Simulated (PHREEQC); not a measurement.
PHREEQC input (Pitzer model, pitzer.dat):

```
SOLUTION 1
  temp 30
  units mol/kgw
  pH 7 charge
  C(4) 0.465
  Na 1.19
  S(6) 0.35
END
USE solution 1
INCREMENTAL_REACTIONS false
REACTION 1
  H2O -1
  0 9.886 18.011 24.689 30.178 34.689 38.397 41.444
  43.949 46.007 47.699 49.089 moles
EQUILIBRIUM_PHASES 1
  Burkeite 0 0
  Mirabilite 0 0
  Nahcolite 0 0
  Natron 0 0
  Thenardite 0 0
  Trona 0 0
  CO2(g) -3.4 10
SELECTED_OUTPUT 1
  -reset false
  -pH true
  -pe true
  -ionic_strength true
  -water true
  -activities H2O
  -totals C Na S
  -molalities H+ Na+ CO3-2 SO4-2 OH- HCO3- CO2 HSO4-
  -equilibrium_phases Burkeite Mirabilite Nahcolite Natron Thenardite Trona
PRINT
  -reset false
END
```

Selected output (columns that matter, 12 of 12 rows; water left (kg) added in front):

```
water left (kg)	pH	mu	C	Na	S	m_H+	m_Na+	m_CO3-2	m_SO4-2	m_OH-	m_HCO3-	la_H2O	Thenardite	Trona
1.00309	9.878	1.7326	0.29098	1.1863	0.34892	3.1993e-10	1.1863	0.19734	0.34892	0.00018322	0.093624	-0.010028	0	0
0.825048	9.8954	2.1111	0.34917	1.4423	0.42422	3.1783e-10	1.4423	0.24455	0.42422	0.0001904	0.10462	-0.011945	0	0
0.678729	9.911	2.5712	0.41947	1.7533	0.51567	3.1429e-10	1.7533	0.30228	0.51567	0.00019579	0.11718	-0.014247	0	0
0.558472	9.9251	3.1303	0.50448	2.1308	0.62671	3.0811e-10	2.1308	0.37272	0.62671	0.00019898	0.13175	-0.017031	0	0
0.459628	9.9375	3.809	0.60744	2.589	0.76148	2.9782e-10	2.589	0.45845	0.76148	0.00019959	0.14898	-0.020441	0	0
0.378396	9.948	4.6323	0.73229	3.1449	0.92496	2.8183e-10	3.1449	0.56246	0.92496	0.00019732	0.16983	-0.024673	0	0
0.311623	9.9564	5.6301	0.884	3.8187	1.1232	2.587e-10	3.8187	0.68823	1.1232	0.00019196	0.19576	-0.030013	0	0
0.256748	9.9617	6.8378	1.0686	4.6349	1.3632	2.2752e-10	4.6349	0.83967	1.3632	0.00018346	0.22897	-0.03687	0	0
0.211627	9.9624	8.2981	1.2941	5.6231	1.6539	1.8858e-10	5.6231	1.0211	1.6539	0.00017195	0.273	-0.045833	0	0
0.174546	9.9561	10.06	1.5703	6.8177	2.0052	1.4408e-10	6.8177	1.2368	2.0052	0.00015777	0.3335	-0.057742	0	0
0.144042	9.9387	12.182	1.9109	8.2615	2.4298	9.8416e-11	8.2615	1.4908	2.4298	0.00014149	0.42013	-0.073816	0	0
0.117888	9.9327	12.563	1.9586	8.5204	2.5194	9.1319e-11	8.5204	1.5229	2.5194	0.00013848	0.43565	-0.076857	0.052998	0.026518
```
